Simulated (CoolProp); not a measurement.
Vapour-liquid equilibrium of 1-butene (1) + acetone (2) at 0.181 MPa; x and y are mole fractions of (1).

Computed with CoolProp (multi-fluid Helmholtz-energy mixture model, Lemmon 2005 and Lemmon 2006; pair parameters Bell 2016).

```
x     bubble temperature, mixture model (°C)  bubble temperature, Raoult's law (°C)  y, mixture model  y, Raoult's law
----  --------------------------------------  -------------------------------------  ----------------  ---------------
0.05                                     ___                                   66.7             0.414            0.246
0.15                                    37.4                                   54.4             0.741            0.551
0.25                                    27.0                                   44.8               ___            0.719
0.35                                    21.5                                   37.2             0.884            0.818
0.45                                     ___                                   30.9             0.905            0.880
0.55                                     ___                                   25.7             0.918            0.921
0.65                                    15.1                                   21.2             0.929            0.950
0.75                                     ___                                   17.3             0.941            0.970
0.85                                    12.2                                   14.0               ___            0.985
0.95                                     ___                                   11.0             0.982            0.996
```

Q: Complete the blanks.

A: 
- 0.05, bubble temperature, mixture model (°C): 58.1
- 0.25, y, mixture model: 0.842
- 0.45, bubble temperature, mixture model (°C): 18.4
- 0.55, bubble temperature, mixture model (°C): 16.5
- 0.75, bubble temperature, mixture model (°C): 13.7
- 0.85, y, mixture model: 0.957
- 0.95, bubble temperature, mixture model (°C): 10.5

The largest gap from Raoult's law is -17.8 K in bubble temperature, at x = 0.25. No azeotrope shows between x = 0.05 and 0.95.

Pair parameters are fitted to limited data, so mixtures are less certain than the pure fluids. With so large a gap from Raoult's law the liquid may split in two, which this calculation doesn't test in full.
